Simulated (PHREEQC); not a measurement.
**Brine (model solution)**

Solution (20 °C and 50 atm): 0.48 mol/kgw MgCl2, 0.0155 mol/kgw Na2SO4 and 0.075 mol/kgw NaCl. Closed to the air; pH follows from the charge balance.

The numbers come from PHREEQC with the Pitzer model, pitzer.dat.

Precipitation was switched off in this run.

### Question
Estimate the activity of water.

### Answer
activity of water 0.972.

Complexes and solids missing from the database can't appear. Under pressure, the constants of complexes without a molar volume in the database are unreliable.
